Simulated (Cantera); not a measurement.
Feed: 1 mol Cu, 2.9 mol F2, 2.9 mol N2, equilibrated at 873 K and 1.10 mbar.

These are equilibrium values from Cantera (NASA tables, ideal gas, pure condensed phases), not measurements of a reactor. Candidate condensed phases: Cu, CuF2; 11 gas species. Equilibrium is a limit: real reactors are often held back by kinetics, nucleation or transport.

Base state: N2 0.513, F 0.302, F2 0.185, NF3 0.000247, CuF2 0.000126 (mole fractions); condensed: CuF2(s).

**Question.** What changes in the equilibrium state with this change: pressure from 1.10 mbar to 1.30 Pa?

**Answer.** 
```
species         before    after
------------  --------  -------
F                0.302    0.551
N2               0.513    0.431
CuF2          0.000126   0.0107
F2               0.185  0.00727
NF3           0.000247  2.08e-8
CuF2(s), mol     0.999    0.928
```

**Question.** What changes in the equilibrium state with this change: temperature from 873 K to 1275 K?

**Answer.** 
```csv
species,before,after
F,0.302,0.493
N2,0.513,0.377
CuF2,0.000126,0.130
F2,0.185,0.000380
NF3,0.000247,<1e-9
CuF,<1e-9,1.12e-5
"CuF2(s), mol",0.999,0
```
